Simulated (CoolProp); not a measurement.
Properties of nitrogen along the isotherm -143.95 °C.

Computed with CoolProp (reference Helmholtz-energy equation of state, Span 2000).

```
p (bar)          phase  density (kg/m³)  cv (kJ/(kg K))  Joule-Thomson coefficient (K/MPa)
-------  -------------  ---------------  --------------  ---------------------------------
0.537              gas            1.407          0.7440                              10.07
0.788              gas            2.070          0.7448                              10.08
1.16               gas            3.057          0.7461                              10.08
1.7                gas            4.504          0.7480                              10.09
2.49               gas            6.646          0.7508                              10.11
3.66               gas            9.881          0.7551                              10.13
5.37               gas            14.75          0.7618                              10.16
7.88               gas            22.23          0.7721                              10.19
11.6               gas            34.16          0.7893                              10.23
17                 gas            53.81          0.8191                              10.24
24.9               gas            90.47          0.8805                              10.07
36.6     supercritical            210.3           1.137                              7.904
53.7     supercritical            489.9          0.9654                              1.446
78.8     supercritical            548.7          0.9295                             0.6162
116      supercritical            593.3          0.9233                             0.2012
170      supercritical            633.5          0.9287                           -0.05659
```
